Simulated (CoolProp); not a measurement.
Sulfur dioxide along the isobar 10.6 MPa: Z from the reference equation and from simpler models built on Tc = 430.6 K, pc = 7.887 MPa, ω = 0.256; each cubic takes its own stable root.

The numbers come from the reference Helmholtz-energy equation of state, Gao 2016 in CoolProp.

| T (K) | phase | reference |
|---|---|---|
| 369.5 | liquid | 0.1882 |
| 391.7 | liquid | 0.1917 |
| 414 | liquid | 0.2020 |
| 436.2 | supercritical | 0.2341 |
| 458.4 | supercritical | 0.4466 |
| 480.6 | supercritical | 0.6075 |
| 502.8 | supercritical | 0.6947 |
| 525 | supercritical | 0.7541 |

**Question.** How far does each simpler model (van der Waals, Redlich-Kwong) lie from the reference over these 8 states: mean and median of the absolute difference, and the worst?

**Answer.** 
- van der Waals: mean 31.1 %, median 26.2 %, worst +60.0 % at 369.5 K and 10.6 MPa
- Redlich-Kwong: mean 12.0 %, median 11.0 %, worst +21.7 % at 436.2 K and 10.6 MPa
